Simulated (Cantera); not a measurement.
A perfectly stirred reactor is fed with 0.365 % CH3OH, 0.986 % O2, 98.6 % N2, equivalence ratio 0.56, at 563 Torr; it is held at 1150 K, and followed from long to short residence time.

Cantera simulation using GRI-Mech 3.0 (53 species, 325 reactions); the numbers are that mechanism's predictions, not measurements. GRI-Mech 3.0 was tuned for natural gas; its chemistry of methanol as a main component is partial and can be far from experiment.

### Question
Predict: x(CH3OH) at τ = 4.40 s; x(O2) at τ = 4.40 s; x(OH) at τ = 4.40 s; x(NO) at τ = 4.40 s; x(CH3OH) at τ = 0.120 s; x(O2) at τ = 0.120 s; x(OH) at τ = 0.120 s; x(NO) at τ = 0.120 s.

### Answer
```json
{
  "x(CH3OH) at τ = 4.40 s": "1.63e-6",
  "x(O2) at τ = 4.40 s": "0.00441",
  "x(OH) at τ = 4.40 s": "7.12e-6",
  "x(NO) at τ = 4.40 s": "1.03e-7",
  "x(CH3OH) at τ = 0.120 s": "1.17e-5",
  "x(O2) at τ = 0.120 s": "0.00470",
  "x(OH) at τ = 0.120 s": "2.32e-5",
  "x(NO) at τ = 0.120 s": "2.98e-8"
}
```
